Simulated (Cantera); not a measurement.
**Counterflow diffusion flame**

A counterflow diffusion flame at 0.533 atm, nozzles 20 mm apart: fuel side CH3OH : N2 = 1 : 2 (molar parts) at 473 K, oxidiser side O2 : N2 = 0.23 : 0.77 (molar parts) at 648 K, fuel mass flux 1.3 times the oxidiser's; mixture-averaged transport, no radiation.

Cantera simulation using GRI-Mech 3.0 (53 species, 325 reactions); the numbers are that mechanism's predictions, not measurements. GRI-Mech 3.0 was tuned for natural gas; its chemistry of methanol as a main component is partial and can be far from experiment. GRI-Mech 3.0 has no aromatics or soot, which form on the fuel side of real flames. The maximum strain rate includes the flame's own expansion and is several times the mean.

```
oxidiser flux (kg/m²/s)  max strain (1/s)  mean strain (1/s)  T max (K)  peak x OH  peak x H  peak x NO  peak x CO  peak x C2H2
-----------------------  ----------------  -----------------  ---------  ---------  --------  ---------  ---------  -----------
0.14                                  172               46.7       1851    0.00780   0.00800    3.20e-5      0.104     0.000260
0.18                                  215               60.1       1823    0.00769   0.00839    2.88e-5      0.103     0.000283
0.23                                  267               76.7       1795    0.00754   0.00875    2.59e-5      0.102     0.000301
0.29                                  330               96.8       1768    0.00737   0.00905    2.34e-5      0.100     0.000311
0.38                                  423                127       1740    0.00723   0.00938    2.08e-5     0.0992     0.000314
0.5                                   545                167       1710    0.00697   0.00962    1.81e-5     0.0980     0.000303
0.64                                  685                214       1683    0.00670   0.00973    1.56e-5     0.0969     0.000280
0.83                                  873                277       1654    0.00636   0.00975    1.31e-5     0.0958     0.000244
1.1                                  1140                367       1622    0.00591   0.00958    1.03e-5     0.0947     0.000191
1.4                                  1430                467       1596    0.00546   0.00926    8.10e-6     0.0940     0.000140
```
x: mole fraction; the columns are a selection and need not sum to one.
